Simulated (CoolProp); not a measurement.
Vapour-liquid equilibrium of benzene (1) + p-xylene (2) at 462.6 K; x and y are mole fractions of (1).

Model: multi-fluid Helmholtz-energy mixture model, Thol 2012 and Zhou 2012; pair parameters Bell 2016, in CoolProp.

| x | bubble pressure (bar) | y at the bubble point | dew pressure at overall composition x (bar) | liquid density (mol/L) |
|---|---|---|---|---|
| 0.05 | 3.719 | 0.134 | 3.477 | 6.668 |
| 0.2 | 4.893 | 0.426 | 3.933 | 6.931 |
| 0.35 | 6.134 | 0.615 | 4.524 | 7.209 |
| 0.5 | 7.427 | 0.746 | 5.317 | 7.504 |
| 0.65 | 8.766 | 0.843 | 6.436 | 7.817 |
| 0.8 | 10.15 | 0.919 | 8.117 | 8.150 |
| 0.95 | 11.59 | 0.981 | 10.83 | 8.506 |

No azeotrope shows between x = 0.05 and 0.95.

The pair parameters rest on a limited set of measurements; away from them the model extrapolates.
